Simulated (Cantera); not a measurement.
**Ammonia decomposition in nitride growth gas**

An isothermal, constant-pressure homogeneous reactor starts with NH3 : N2 = 1 : 0.64 (molar parts), at 1723 K and 86000 Pa.

Detailed kinetics in Cantera: the gas-phase N/H chemistry of the illustrative SiF4/NH3 mechanism in the Surface Chemkin manual (1991). Walls and surfaces, which speed up NH3 decomposition in real reactors, are not modelled.

| t (s) | x NH3 | x N2H2 | x N2 | x NH | x N |
|---|---|---|---|---|---|
| 0.000100 | 0.610 | 1.72e-8 | 0.390 | 2.45e-8 | 9.23e-12 |
| 0.000228 | 0.610 | 9.78e-8 | 0.390 | 1.20e-7 | 5.85e-11 |
| 0.000521 | 0.610 | 4.31e-7 | 0.390 | 3.91e-7 | 1.96e-10 |
| 0.00119 | 0.609 | 8.80e-7 | 0.390 | 6.59e-7 | 5.26e-10 |
| 0.00271 | 0.608 | 9.47e-7 | 0.390 | 7.08e-7 | 1.08e-9 |
| 0.00620 | 0.606 | 9.41e-7 | 0.390 | 7.38e-7 | 2.29e-9 |
| 0.0141 | 0.601 | 9.28e-7 | 0.391 | 7.95e-7 | 4.95e-9 |
| 0.0323 | 0.591 | 8.99e-7 | 0.391 | 8.85e-7 | 1.03e-8 |
| 0.0737 | 0.567 | 8.38e-7 | 0.393 | 9.90e-7 | 1.87e-8 |
| 0.168 | 0.519 | 7.21e-7 | 0.396 | 1.06e-6 | 2.79e-8 |
| 0.384 | 0.431 | 5.33e-7 | 0.402 | 1.05e-6 | 3.45e-8 |
| 0.876 | 0.301 | 3.03e-7 | 0.411 | 9.27e-7 | 3.67e-8 |
| 2.00 | 0.161 | 1.16e-7 | 0.421 | 6.92e-7 | 3.33e-8 |
x: mole fraction; the columns are a selection and need not sum to one.

Equilibrium at this temperature and pressure: NH3 8.27e-6, N2H2 <1e-12, N2 0.432, NH 8.22e-11, N 6.17e-12 (gas phase only).
